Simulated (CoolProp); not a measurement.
A single-stage vapour-compression cycle with carbonyl sulfide: evaporating at 202.15 K (dew point), condensing at 240.15 K (bubble point), superheat 0 K, subcooling 2 K, compressor efficiency 0.85, no pressure losses. Each further row changes one setting.

Computed with CoolProp (reference Helmholtz-energy equation of state, Lemmon 2006). It is a short technical equation, of lower accuracy than the large ones.

```json
[
 {"case": "as stated", "cooling COP": "3.88", "pressure ratio": "6.12", "discharge temperature (K)": "314.9", "refrigerating effect (kJ/kg)": "280", "volumetric capacity (kJ/m³)": "349"},
 {"case": "evaporating temperature 207.15 K", "cooling COP": "4.69", "pressure ratio": "4.62", "discharge temperature (K)": "302.0", "refrigerating effect (kJ/kg)": "283", "volumetric capacity (kJ/m³)": "457"},
 {"case": "condensing temperature 235.15 K", "cooling COP": "4.56", "pressure ratio": "5.00", "discharge temperature (K)": "301.1", "refrigerating effect (kJ/kg)": "286", "volumetric capacity (kJ/m³)": "357"},
 {"case": "subcooling 7 K", "cooling COP": "3.96", "pressure ratio": "6.12", "discharge temperature (K)": "314.9", "refrigerating effect (kJ/kg)": "286", "volumetric capacity (kJ/m³)": "357"},
 {"case": "superheat 10 K", "cooling COP": "3.78", "pressure ratio": "6.12", "discharge temperature (K)": "328.1", "refrigerating effect (kJ/kg)": "286", "volumetric capacity (kJ/m³)": "339"},
 {"case": "compressor efficiency 0.75", "cooling COP": "3.42", "pressure ratio": "6.12", "discharge temperature (K)": "328.1", "refrigerating effect (kJ/kg)": "280", "volumetric capacity (kJ/m³)": "349"}
]
```
